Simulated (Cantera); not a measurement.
**Abatement and gas-phase synthesis: CO2 + H2 + O2 + H2O**

Input: 1 mol CO2, 0.64 mol H2, 3.4 mol O2, 0.29 mol H2O, held at 227 °C.

Equilibrium computed with Cantera from the NASA thermochemical tables; the gas is ideal and each condensed phase is pure. Candidate condensed phases: C, C6H6, C7H8, C8H18, H2O; 110 gas species. The ideal-gas law is rough above about 30 bar. The numbers say what is thermodynamically allowed, not how fast it happens.

| P (Pa) | x O2 | x CO2 | x H2O | n H2O(l) |
|---|---|---|---|---|
| 10 | 0.615 | 0.200 | 0.186 | 0 |
| 65 | 0.615 | 0.200 | 0.186 | 0 |
| 420 | 0.615 | 0.200 | 0.186 | 0 |
| 2700 | 0.615 | 0.200 | 0.186 | 0 |
| 17000 | 0.615 | 0.200 | 0.186 | 0 |
| 110000 | 0.615 | 0.200 | 0.186 | 0 |
| 720000 | 0.615 | 0.200 | 0.186 | 0 |
| 4700000 | 0.615 | 0.200 | 0.186 | 0 |
| 30000000 | 0.697 | 0.226 | 0.0769 | 0.590 |
x: gas mole fraction; n: condensed amount in mol.

From 0.0750 Torr to 35300 Torr nothing is condensed. At 225000 Torr the condensed part is H2O(l). The main C-bearing gas is CO2 throughout.
